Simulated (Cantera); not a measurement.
Input: 1 mol (CH₃)₂SiCl₂, 0.098 mol C₂H₂, 550 mol H₂, held at 11.0 mbar.

Cantera equilibrium calculation (NASA polynomials, part measured and part estimated; ideal gas, pure solids and liquids). Candidate condensed phases: C, C₆H₆, C₇H₈, C₈H₁₈, Si, SiC; 109 gas species. The feed counts by its element totals alone. Gases not in the tables: Si₂H₆ and higher silanes. The numbers say what is thermodynamically allowed, not how fast it happens.

Question: Which condensed phases are stable at each of these points (T (K)): 948, 1098, 1248, 1398, 1548, 1698, 1848, 1998, 2148, 2298, 2448?

Answer: 
| T (K) | condensed phases | Si condensed (%) |
|---|---|---|
| 948 | C(graphite) + SiC(s) | 100.0 |
| 1098 | C(graphite) + SiC(s) | 100.0 |
| 1248 | C(graphite) + SiC(s) | 100.0 |
| 1398 | C(graphite) + SiC(s) | 100.0 |
| 1548 | C(graphite) + SiC(s) | 100.0 |
| 1698 | C(graphite) + SiC(s) | 99.9 |
| 1848 | C(graphite) + SiC(s) | 98.8 |
| 1998 | C(graphite) + SiC(s) | 85.7 |
| 2148 | gas only | 0.0 |
| 2298 | gas only | 0.0 |
| 2448 | gas only | 0.0 |

From 948 K to 1998 K the condensed part is C(graphite) + SiC(s). From 2148 K to 2448 K nothing is condensed.
